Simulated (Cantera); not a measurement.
# Premixed flame

A freely propagating, adiabatic, planar premixed flame of C3H8 : O2 : N2 : H2 = 1 : 4.17 : 15.7 : 0.38 (molar parts), unburnt at 498 K and 0.133 bar; mixture-averaged transport, grid criteria slope 0.08 and curve 0.16, no radiation.

Detailed kinetics in Cantera: GRI-Mech 3.0 (53 species, 325 reactions). GRI-Mech 3.0 was tuned for natural gas; its chemistry of propane as a main component is partial and can be far from experiment. Burning velocities carry a grid error of a few per cent, more on coarse grids.

```tsv
z (mm)	T (K)	u (m/s)	x C3H8	x O2	x H	x HCO	x CH2O	x OH
-5.14	498	1.49	0.0470	0.196	<1e-8	<1e-8	8.08e-8	<1e-8
-3.42	499	1.49	0.0469	0.196	2.88e-8	<1e-8	1.61e-6	<1e-8
-2.57	503	1.51	0.0468	0.195	4.28e-7	<1e-8	1.15e-5	3.70e-8
-1.71	545	1.65	0.0461	0.190	9.68e-6	<1e-8	0.000123	1.62e-6
-0.856	904	2.83	0.0340	0.156	0.000330	1.70e-6	0.000954	4.17e-5
-0.428	1314	4.28	0.0111	0.111	0.00193	5.61e-5	0.00161	0.000497
0	1700	5.69	0.000435	0.0625	0.00684	0.000147	0.000834	0.00234
0.428	1893	6.38	1.23e-6	0.0320	0.0128	5.98e-5	0.000179	0.00525
0.856	1951	6.57	<1e-8	0.0179	0.0170	1.02e-5	2.63e-5	0.00738
1.71	1974	6.62	<1e-8	0.00966	0.0204	1.39e-7	2.39e-7	0.00859
3.42	1989	6.65	<1e-8	0.00745	0.0214	3.85e-8	<1e-8	0.00866
6.85	2004	6.68	<1e-8	0.00684	0.0207	3.59e-8	<1e-8	0.00857
13.7	2028	6.75	<1e-8	0.00630	0.0191	3.29e-8	<1e-8	0.00841
```
x: mole fraction of selected species; z is measured from the peak of heat release.

The laminar burning velocity is 149 cm/s. The thermal thickness is 1.71 mm and the peak x(H) is 0.0214. The peak x(HCO) comes out as 0.000149. The peak x(CH2O) is 0.00161 and the peak x(OH) is 0.00868.
